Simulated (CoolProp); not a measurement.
Vapour-liquid equilibrium of carbon dioxide (1) + C2F6 (R116) (2) at 8.28 bar; x and y are mole fractions of (1).

Values from CoolProp's multi-fluid Helmholtz-energy mixture model, Span 1996 and Lemmon 2006; pair parameters Bell 2016.

```csv
x,"bubble temperature, mixture model (°C)","bubble temperature, Raoult's law (°C)","y, mixture model","y, Raoult's law"
0.05,-31.1,-28.8,0.134,0.090
0.2,-40.1,-32.3,0.432,0.318
0.35,-45.3,-35.4,0.590,0.501
0.5,-47.7,-38.1,0.671,0.651
0.65,-48.5,-40.5,0.719,0.775
0.8,-48.6,-42.6,0.769,0.881
0.95,-47.0,-44.5,0.897,0.972
```

The largest gap from Raoult's law is -9.9 K in bubble temperature, at x = 0.35. y crosses x between x = 0.65 and 0.8: the model has an azeotrope there.

Pair parameters are fitted to limited data, so mixtures are less certain than the pure fluids.
